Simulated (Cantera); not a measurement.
A Cantera script and its output.

```python
import numpy as np
import cantera as ct

gas = ct.Solution("gri30.yaml")
gas.TPX = 1825, 8900, {'NO': 1, 'N2': 6.8}
reactor = ct.IdealGasConstPressureReactor(gas, energy="off", clone=False)
net = ct.ReactorNet([reactor])
net.rtol, net.atol = 1e-08, 1e-18
show = ['NO', 'N2O', 'O', 'NO2', 'O2', 'N2']
times = np.geomspace(0.0004, 60, 12)

steps = ct.SolutionArray(gas, extra=["t"])
rows = []
print(f"{'t/s':>10s}{'T/K':>9s}{'P/Pa':>11s}" + "".join(f"{s:>11s}" for s in show))
for t in times:
    while net.time < t:
        t_next = net.step()
        steps.append(gas.state, t=t_next)
    rows.append([np.interp(t, steps.t, y) for y in (steps.T, steps.P, *steps(*show).X.T)])
    print(f"{t:10.3e}{rows[-1][0]:9.1f}{rows[-1][1]:11.4g}" + "".join(f"{x:11.3e}" for x in rows[-1][2:]))
rate = np.gradient(steps.T, steps.t)
print("integrator steps:", len(steps.t))
if steps.T.max() > steps.T[0] + 200:
    print(f"time of steepest temperature rise: {steps.t[rate.argmax()]:.4e} s")
gas.TPX = 1825, 8900, {'NO': 1, 'N2': 6.8}
gas.equilibrate("TP")
print(f"equilibrium (TP): T = {gas.T:.1f} K  " + "  ".join(f"{s} {gas[s].X[0]:.3e}" for s in show))
```

Output:

```
       t/s      T/K       P/Pa         NO        N2O          O        NO2         O2         N2
 4.000e-04   1825.0       8900  1.282e-01  1.668e-07  1.671e-07  3.808e-09  2.307e-10  8.718e-01
 1.182e-03   1825.0       8900  1.282e-01  4.814e-07  4.864e-07  3.036e-08  2.000e-09  8.718e-01
 3.493e-03   1825.0       8900  1.282e-01  1.327e-06  1.411e-06  2.099e-07  1.777e-08  8.718e-01
 1.032e-02   1825.0       8900  1.282e-01  3.225e-06  4.298e-06  1.116e-06  1.856e-07  8.718e-01
 3.050e-02   1825.0       8900  1.282e-01  5.780e-06  1.307e-05  4.156e-06  2.709e-06  8.718e-01
 9.012e-02   1825.0       8900  1.281e-01  6.691e-06  2.237e-05  7.261e-06  2.892e-05  8.718e-01
 2.663e-01   1825.0       8900  1.279e-01  6.678e-06  2.349e-05  7.652e-06  1.294e-04  8.719e-01
 7.869e-01   1825.0       8900  1.273e-01  6.603e-06  2.521e-05  8.275e-06  4.300e-04  8.722e-01
 2.325e+00   1825.0       8900  1.255e-01  6.385e-06  2.973e-05  9.880e-06  1.336e-03  8.731e-01
 6.871e+00   1825.0       8900  1.199e-01  5.768e-06  4.042e-05  1.334e-05  4.109e-03  8.759e-01
 2.030e+01   1825.0       8900  1.033e-01  4.192e-06  6.193e-05  1.828e-05  1.241e-02  8.842e-01
 6.000e+01   1825.0       8900  6.312e-02  1.538e-06  9.523e-05  1.766e-05  3.247e-02  9.043e-01
integrator steps: 615
equilibrium (TP): T = 1825.0 K  NO 2.700e-03  N2O 5.024e-08  O 1.297e-04  NO2 1.047e-06  O2 6.268e-02  N2 9.345e-01
```

Computed with Cantera and GRI-Mech 3.0 (53 species, 325 reactions).
